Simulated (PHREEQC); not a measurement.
0.97 g of hydrous ferric oxide (600 m²/g; 0.2 weak and 0.005 strong sites per Fe, Dzombak-Morel constants, diffuse double layer) in 1 kg of water with 0.005 mol/kgw of an inert sodium salt and 8.9e-06 mol NaH2PO4, at 25 °C; the pH is set by adding NaOH or the inert anion's acid. Oxygen alone is held at its pressure in air (log pO2 = -0.68). The system is closed to CO2. Nothing may precipitate in this run.

Base run: PHREEQC, ion-association model, wateq4f.dat. Each further column changes one thing. The table gives surface charge σ (C/m²).

| pH | base | background salt from 0.005 to 0.0005 mol/kgw | oxide from 0.97 to 4.8 g/kgw | 0.001 mol/kgw NiCl2 added |
|---|---|---|---|---|
| 3 | 0.306 | 0.256 | 0.323 | ___ |
| 3.67 | 0.226 | ___ | 0.248 | 0.247 |
| 4.33 | 0.150 | 0.081 | 0.164 | 0.169 |
| 5.67 | 0.051 | 0.020 | 0.054 | 0.062 |
| 6.33 | 0.027 | 0.010 | 0.028 | ___ |
| 7 | 0.012 | 0.004 | 0.013 | 0.026 |
| 7.67 | 0.004 | ___ | 0.004 | 0.020 |
| 8.33 | -0.002 | -0.001 | -0.002 | 0.013 |
| 9.67 | -0.022 | -0.008 | -0.022 | -0.001 |
| 10.33 | -0.043 | -0.019 | -0.045 | -0.008 |
| 11 | -0.082 | -0.051 | -0.087 | -0.018 |

Problem. Some entries are withheld; supply them.

Solution. 
- 3, 0.001 mol/kgw NiCl2 added: 0.319
- 3.67, background salt from 0.005 to 0.0005 mol/kgw: 0.149
- 6.33, 0.001 mol/kgw NiCl2 added: 0.037
- 7.67, background salt from 0.005 to 0.0005 mol/kgw: 0.001

H3PO4, which wateq4f.dat lacks, is added to it with the constant of phreeqc.dat. The oxide is taken as insoluble; below pH 4 it would dissolve. In at least one series the solution becomes supersaturated in solids that the run did not let form, among them Ni(OH)2. The database has no phosphate complexes of Ni.
